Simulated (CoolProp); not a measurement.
Hexamethyldisiloxane (MM) at several states: Z from the reference equation and from simpler models built on Tc = 245.6 °C, pc = 1.931 MPa, ω = 0.418; each cubic takes its own stable root.

The numbers come from the reference Helmholtz-energy equation of state, Thol 2016 in CoolProp.

| T (°C) | p (MPa) | phase | reference | van der Waals | Redlich-Kwong | Soave-Redlich-Kwong |
|---|---|---|---|---|---|---|
| 64.95 | 0.0421 | liquid | 0.003395 | 0.9822 | 0.9752 | 0.003632 |
| 16.75 | 3.04 | liquid | 0.2651 | (withheld) | (withheld) | (withheld) |
| 209.45 | 0.971 | gas | 0.7006 | 0.7809 | (withheld) | (withheld) |

Q: Some entries are withheld; supply them.

A: 
- 16.75, van der Waals: 0.4332
- 16.75, Redlich-Kwong: 0.2968
- 16.75, Soave-Redlich-Kwong: 0.2850
- 209.45, Redlich-Kwong: 0.7406
- 209.45, Soave-Redlich-Kwong: 0.7198

At some of these states van der Waals, Redlich-Kwong gives the other phase, because its saturation line lies elsewhere.
